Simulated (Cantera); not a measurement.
An adiabatic, constant-pressure homogeneous reactor starts with 12.0 % CH4, 18.5 % O2, 69.5 % N2, equivalence ratio 1.3, at 1525 K and 5.10 bar.

Computed with Cantera and GRI-Mech 3.0 (53 species, 325 reactions).

### Question
Predict: time of steepest temperature rise; temperature at 5.00 s; equilibrium temperature; x(O2) at 5.00 s; x(CO2) at 5.00 s; x(N2O) at 5.00 s; x(OH) at 5.00 s.

### Answer
```
Quantity                                                             Value
---------------------------------  ---------------------------------------
time of steepest temperature rise                                 0.293 ms
temperature at 5.00 s                                               2869 K
equilibrium temperature                                             2869 K
x(O2) at 5.00 s                    0.00252 (gas-phase equilibrium 0.00252)
x(CO2) at 5.00 s                     0.0402 (gas-phase equilibrium 0.0402)
x(N2O) at 5.00 s                   4.62e-7 (gas-phase equilibrium 4.62e-7)
x(OH) at 5.00 s                      0.0114 (gas-phase equilibrium 0.0114)
```
